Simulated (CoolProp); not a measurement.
Computed with CoolProp (reference Helmholtz-energy equation of state, Thol 2017).

For octamethyltrisiloxane (MDM), give the phase and the density (kg/m³), Joule-Thomson coefficient (K/MPa), expansivity (1/kK), fugacity coefficient at 313.8 K and 0.388 MPa; 341.9 K and 0.388 MPa.


- 313.8 K and 0.388 MPa: liquid; density 800, Joule-Thomson coefficient -0.414, expansivity 1.27, fugacity coefficient 0.00350
- 341.9 K and 0.388 MPa: liquid; density 771, Joule-Thomson coefficient -0.368, expansivity 1.36, fugacity coefficient 0.0147
